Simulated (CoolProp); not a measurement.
Properties of ammonia at several states (Tc = 132.4 °C, pc = 113.6 bar, ω = 0.256).

Model: reference Helmholtz-energy equation of state, Gao 2020, in CoolProp.

```
T (°C)  p (bar)          phase       Z  Joule-Thomson coefficient (K/MPa)
------  -------  -------------  ------  ---------------------------------
203.65    0.233            gas  0.9996                                [?]
66.05     0.666            gas  0.9958                              17.88
-21.75    0.353            gas  0.9924                                [?]
280.75    0.279            gas  0.9997                              4.230
151.35      354  supercritical     [?]                                [?]
26.65       374         liquid  0.4058                            -0.1484
```

Task: Complete the blanks.

Result: 
- 203.65, Joule-Thomson coefficient (K/MPa): 6.438
- -21.75, Joule-Thomson coefficient (K/MPa): 57.40
- 151.35, Z: 0.3911
- 151.35, Joule-Thomson coefficient (K/MPa): 0.3960
